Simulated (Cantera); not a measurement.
A closed system holds: 1 mol SiHCl₃, 0.6 mol HCl, 87 mol H₂, at 975 K and 100 Pa.

These are equilibrium values from Cantera (NASA tables, ideal gas, pure condensed phases), not measurements of a reactor. Candidate condensed phases: Si; 19 gas species. The tables' values for SiCl₃ are old estimates; treat these amounts as uncertain. Equilibrium is a limit: real reactors are often held back by kinetics, nucleation or transport.

Problem. What is the equilibrium state?

Solution. 
```json
{
  "x(H₂)": "0.972",
  "x(HCl)": "0.0227",
  "x(SiCl₄)": "0.00315",
  "x(SiCl₂)": "0.000858",
  "x(SiHCl₃)": "0.000771",
  "x(SiCl₃)": "0.000309",
  "x(SiH₂Cl₂)": "1.97e-5",
  "n(Si(s))": "0.544 mol",
  "gas_amount": "89.23 mol"
}
```
